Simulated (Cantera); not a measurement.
Input: 1 mol BN, 0.51 mol H₂, held at 1.58 Torr.

Equilibrium computed with Cantera from the NASA thermochemical tables; the gas is ideal and each condensed phase is pure. Candidate condensed phases: B, BN; 15 gas species. Mutual solubility and eutectic melting of coexisting phases are not modelled. The tables' values for BH₂ are old estimates; treat these amounts as uncertain. Rates play no part.

x: gas mole fraction; n: condensed amount in mol.

| T (°C) | x H₂ | x N₂ | x H | x B | x BH₂ | x BH | n BN(s) | n B(s) |
|---|---|---|---|---|---|---|---|---|
| 1127 | 1.000 | 7.58e-7 | 0.000106 | 1.67e-11 | 1.44e-6 | 4.05e-11 | 1.000 | 0 |
| 1277 | 0.999 | (withheld) | (withheld) | (withheld) | 1.63e-5 | (withheld) | 1.000 | 0 |
| 1427 | 0.996 | 0.000286 | 0.00321 | 1.76e-7 | 6.09e-5 | 6.73e-8 | 1.000 | 0.000261 |
| 1577 | 0.983 | (withheld) | (withheld) | (withheld) | 0.000181 | (withheld) | 0.995 | (withheld) |
| 1727 | 0.910 | 0.0560 | 0.0338 | 6.35e-5 | 0.000426 | 6.35e-6 | 0.938 | 0.0614 |
| 1877 | 0.485 | 0.449 | 0.0641 | 0.000646 | 0.000505 | 2.83e-5 | 0.115 | 0.884 |
| 2027 | 0.401 | 0.459 | 0.134 | 0.00483 | 0.000834 | 0.000123 | 0 | 0.994 |

Question: Some entries are withheld; supply them.

Answer: 
- 1577, x N₂: 0.00497
- 1577, x H: 0.0117
- 1577, x B: 4.26e-6
- 1577, x BH: 8.04e-7
- 1577, n B(s): 0.00503
- 1277, x N₂: 9.44e-6
- 1277, x H: 0.000687
- 1277, x B: 3.89e-9
- 1277, x BH: 3.44e-9
